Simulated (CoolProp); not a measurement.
A single-stage vapour-compression cycle with C2F6 (R116): evaporating at 202.15 K (dew point), condensing at 248.15 K (bubble point), superheat 10 K, subcooling 0 K, compressor efficiency 0.85, no pressure losses. Each further row changes one setting.

The numbers come from the reference Helmholtz-energy equation of state, Lemmon 2006 in CoolProp. It is a short technical equation, of lower accuracy than the large ones.

| case | cooling COP | pressure ratio | discharge temperature (K) | refrigerating effect (kJ/kg) | volumetric capacity (kJ/m³) |
|---|---|---|---|---|---|
| as stated | 2.68 | 6.14 | 262.7 | 72.4 | 870 |
| evaporating temperature 207.15 K | 3.20 | 4.82 | 261.6 | 75.1 | 1130 |
| condensing temperature 243.15 K | 3.17 | 5.22 | 257.7 | 78.0 | 938 |
| subcooling 5 K | 2.89 | 6.14 | 262.7 | 78.1 | 938 |
| superheat 20 K | 2.76 | 6.14 | 272.7 | 79.0 | 899 |
| compressor efficiency 0.75 | 2.36 | 6.14 | 267.1 | 72.4 | 870 |
